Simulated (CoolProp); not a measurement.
Properties of R142b at several states.

Values from CoolProp's reference Helmholtz-energy equation of state, Lemmon 2006. It is a short technical equation, of lower accuracy than the large ones.

| T (°C) | p (MPa) | phase | density (kg/m³) | expansivity (1/kK) |
|---|---|---|---|---|
| 129.75 | 4.46 | liquid | 745.8 | 11.13 |
| -49.05 | 18.5 | liquid | 1306 | 1.447 |
| 11.55 | 0.13 | gas | 5.748 | 4.078 |
| 185.05 | 0.568 | gas | 15.51 | 2.452 |
| -48.35 | 0.0288 | liquid | 1278 | 1.656 |
| -20.05 | 0.0402 | gas | 1.956 | 4.253 |
